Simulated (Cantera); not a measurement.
**Si + N2O + H2 + O2 (thermal oxidation and active oxidation of silicon)**

Feed: 1 mol Si, 0.6 mol N2O, 1.3 mol H2, 0.007 mol O2, at 1600 K and 0.100 bar.

Equilibrium computed with Cantera from the NASA thermochemical tables; the gas is ideal and each condensed phase is pure. Candidate condensed phases: H2O, Si, SiO2, Si2N2O, Si3N4; 35 gas species. Mutual solubility and eutectic melting of coexisting phases are not modelled. The tables hold silica as quartz up to 1696 K and as liquid above; real silica turns to tridymite and cristobalite and melts near 1996 K. The numbers say what is thermodynamically allowed, not how fast it happens.

```json
{
 "x(H2)": "0.902",
 "x(N2)": "0.0962",
 "x(SiO)": "0.00128",
 "x(H2O)": "0.000180",
 "x(H)": "0.000163",
 "x(NH3)": "1.24e-6",
 "n(SiO2(β-quartz))": "0.0752 mol",
 "n(Si2N2O(s))": "0.461 mol",
 "gas_amount": "1.440 mol",
 "log10 activity of Si(s) (absent)": "-2.69"
}
```
